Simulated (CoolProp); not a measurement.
A simple Rankine cycle with dimethyl ether: condensing at 291.15 K, boiler at 2.69 MPa, turbine inlet 377.6 K, turbine efficiency 0.75, pump efficiency 0.6, no recuperator. Each further row changes one setting.

Values from CoolProp's reference Helmholtz-energy equation of state, Wu 2011.

```json
[
 {"case": "as stated", "thermal efficiency (%)": "[?]", "net work (kJ/kg)": "58.8", "heat in (kJ/kg)": "495", "turbine exit temperature (K)": "306.5", "volume ratio over the turbine": "5.71"},
 {"case": "turbine inlet 397.6 K", "thermal efficiency (%)": "12.2", "net work (kJ/kg)": "66.1", "heat in (kJ/kg)": "540", "turbine exit temperature (K)": "[?]", "volume ratio over the turbine": "5.53"},
 {"case": "condensing temperature 283.15 K", "thermal efficiency (%)": "13.1", "net work (kJ/kg)": "[?]", "heat in (kJ/kg)": "514", "turbine exit temperature (K)": "298.4", "volume ratio over the turbine": "7.24"},
 {"case": "boiler pressure 1.88 MPa", "thermal efficiency (%)": "10.1", "net work (kJ/kg)": "[?]", "heat in (kJ/kg)": "520", "turbine exit temperature (K)": "325.9", "volume ratio over the turbine": "[?]"},
 {"case": "turbine efficiency 0.65", "thermal efficiency (%)": "10.2", "net work (kJ/kg)": "50.2", "heat in (kJ/kg)": "495", "turbine exit temperature (K)": "311.7", "volume ratio over the turbine": "5.84"}
]
```

Problem. Some entries are withheld; supply them.

Solution. 
- as stated, thermal efficiency (%): 11.9
- turbine inlet 397.6 K, turbine exit temperature (K): 329.8
- condensing temperature 283.15 K, net work (kJ/kg): 67.5
- boiler pressure 1.88 MPa, net work (kJ/kg): 52.7
- boiler pressure 1.88 MPa, volume ratio over the turbine: 3.81
